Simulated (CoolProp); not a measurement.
Toluene along the isotherm 620 K: fugacity coefficient from the reference equation and from simpler models built on Tc = 591.7 K, pc = 4126 kPa, ω = 0.266; each cubic takes its own stable root.

Model: reference Helmholtz-energy equation of state, Lemmon 2006, in CoolProp. It is a short technical equation, of lower accuracy than the large ones.

| p (kPa) | phase | reference | van der Waals | Redlich-Kwong | Soave-Redlich-Kwong |
|---|---|---|---|---|---|
| 172 | gas | 0.9869 | 0.9890 | 0.9876 | 0.9879 |
| 344 | gas | 0.9739 | 0.9780 | 0.9753 | 0.9759 |
| 516 | gas | 0.9610 | 0.9670 | 0.9631 | 0.9639 |
| 688 | gas | 0.9481 | 0.9560 | 0.9509 | 0.9521 |
| 860 | gas | 0.9354 | 0.9450 | 0.9387 | 0.9402 |
| 1030 | gas | 0.9228 | 0.9342 | 0.9268 | 0.9286 |
| 1200 | gas | 0.9103 | 0.9234 | 0.9149 | 0.9170 |
| 1380 | gas | 0.8972 | 0.9120 | 0.9024 | 0.9048 |
| 1550 | gas | 0.8848 | 0.9012 | 0.8906 | 0.8933 |
| 1720 | gas | 0.8726 | 0.8904 | 0.8789 | 0.8819 |
| 1890 | gas | 0.8603 | 0.8797 | 0.8672 | 0.8705 |
| 2060 | gas | 0.8482 | 0.8689 | 0.8556 | 0.8591 |
